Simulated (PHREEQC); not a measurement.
NaF is added in steps, without added water, to 1 kg of water holding 4.9 mmol/kgw ZnCl2 and 0.11 mmol/kgw NiCl2, at 25 °C. Oxygen alone is held at its pressure in air (log pO2 = -0.68). No CO2 enters from the air. The run lets Zn(OH)2-e, Zn5(OH)8Cl2, Ni(OH)2, Halite, ZnF2 precipitate or redissolve, and no other solid.

Base run: PHREEQC, ion-association model, wateq4f.dat. Each further column changes one thing. The table gives NiF+ (mol/kgw).

```tsv
NaF added (mol)	base	NiCl2 from 0.00011 to 9.9e-05 mol/kgw	temperature from 25 to 10 °C	NiCl2 from 0.00011 to 0.000121 mol/kgw	no solid may form
0	0	0	0	0	0
0.0009375	1.16e-6	(withheld)	1.18e-6	1.27e-6	1.16e-6
0.001875	2.27e-6	2.04e-6	2.31e-6	2.49e-6	2.27e-6
0.00375	4.36e-6	3.92e-6	4.43e-6	(withheld)	4.36e-6
0.004687	5.34e-6	4.81e-6	5.43e-6	(withheld)	5.34e-6
0.005625	6.29e-6	5.66e-6	6.39e-6	6.91e-6	6.29e-6
0.006562	7.20e-6	(withheld)	7.32e-6	7.92e-6	7.20e-6
0.008438	8.94e-6	8.05e-6	9.09e-6	(withheld)	8.94e-6
0.009375	9.76e-6	8.79e-6	9.93e-6	1.07e-5	9.76e-6
0.01031	1.06e-5	9.51e-6	1.07e-5	1.16e-5	1.06e-5
0.01125	1.13e-5	1.02e-5	1.15e-5	1.25e-5	1.13e-5
0.01312	1.28e-5	1.15e-5	1.30e-5	(withheld)	1.28e-5
0.01406	1.35e-5	1.22e-5	1.37e-5	1.49e-5	1.35e-5
0.015	1.42e-5	1.28e-5	1.44e-5	1.56e-5	1.42e-5
```

**Question.** What belongs in the gaps?

**Answer.** 
- 0.0009375, NiCl2 from 0.00011 to 9.9e-05 mol/kgw: 1.04e-6
- 0.00375, NiCl2 from 0.00011 to 0.000121 mol/kgw: 4.79e-6
- 0.004687, NiCl2 from 0.00011 to 0.000121 mol/kgw: 5.87e-6
- 0.006562, NiCl2 from 0.00011 to 9.9e-05 mol/kgw: 6.49e-6
- 0.008438, NiCl2 from 0.00011 to 0.000121 mol/kgw: 9.83e-6
- 0.01312, NiCl2 from 0.00011 to 0.000121 mol/kgw: 1.41e-5

 Constants without temperature data keep their 25 °C values here.
